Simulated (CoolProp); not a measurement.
The numbers come from the reference Helmholtz-energy equation of state, Lemmon 2006 in CoolProp. It is a short technical equation, of lower accuracy than the large ones.

Q: Give the vapour pressure (MPa), liquid density (kg/m³), vapour density (kg/m³), enthalpy of vaporisation (kJ/kg) of saturated isohexane at 316.1, 320.7 K.

A: 
```
T (K)  p (MPa)  liquid density (kg/m³)  vapour density (kg/m³)  enthalpy of vaporisation (kJ/kg)
-----  -------  ----------------------  ----------------------  --------------------------------
316.1   0.0565                     632                    1.91                               335
320.7   0.0665                     627                    2.23                               332
```
